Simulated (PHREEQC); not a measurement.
Consider water at 90 °C with 0.026 mol H2SO4, 0.0003 mol H4SiO4 and 0.00088 mol CO2 per kg of water. Closed to the air; pH follows from the charge balance.

All values are PHREEQC results (ion-association model, phreeqc.dat), not measurements.

```tsv
quantity	before	after
pH	1.60	1.59
ionic strength (mol/kgw)	0.0320	0.0344
HSO4- (mol/kgw)	0.0230	0.0218
SO4-2 (mol/kgw)	0.00302	0.00421
HCO3- (mol/kgw)	1.79e-8	1.95e-8
SI of Quartz (SiO2)	-0.32	-0.17
```

Question: Name the change that produced these shifts.
(A) temperature from 90 to 75 °C
(B) 0.00064 mol/kgw Na2B4O7 added
(C) 0.0088 mol/kgw NaCl added
(D) 0.0005 mol/kgw FeCl2 added
(E) diluted 100-fold with water

Answer: A, temperature from 90 to 75 °C

No solid was allowed to form. Constants without temperature data keep their 25 °C values here.
